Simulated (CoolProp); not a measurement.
Saturated liquid density (kg/m³) of sulfur hexafluoride: the reference equation beside estimates from Tc = 45.6 °C, pc = 37.55 bar, ω = 0.210. Rackett uses Z = 0.29056 − 0.08775 ω.

The numbers come from the reference Helmholtz-energy equation of state, Guder 2009 in CoolProp.

| T (°C) | reference | Rackett | van der Waals | Soave-Redlich-Kwong | Peng-Robinson |
|---|---|---|---|---|---|
| -23.35 | 1706 | 1762 | 1087 | 1604 | 1820 |
| -19.25 | 1683 | 1737 | 1071 | 1575 | 1787 |
| -15.15 | 1658 | 1710 | 1054 | 1545 | 1753 |
| -11.05 | 1632 | 1683 | 1037 | 1514 | 1718 |
| -6.95 | 1606 | 1655 | 1019 | 1481 | 1680 |
| -2.85 | 1578 | 1626 | 1000 | 1446 | 1641 |
| 1.35 | 1548 | 1594 | 980.1 | 1409 | 1598 |
| 5.45 | 1518 | 1562 | 959.6 | 1371 | 1554 |
| 9.55 | 1486 | 1529 | 937.9 | 1330 | 1508 |
| 13.65 | 1451 | 1493 | 914.9 | 1287 | 1458 |
| 17.75 | 1414 | 1454 | 890.4 | 1241 | 1404 |
| 21.85 | 1374 | 1413 | 864.0 | 1192 | 1346 |
| 25.95 | 1329 | 1368 | 835.2 | 1137 | 1282 |

Absolute difference from the reference over all 13 rows, mean and median: Rackett 3.0 and 3.0 %, van der Waals 36.7 and 36.7 %, Soave-Redlich-Kwong 9.5 and 9.0 %, Peng-Robinson 3.6 and 3.5 %.
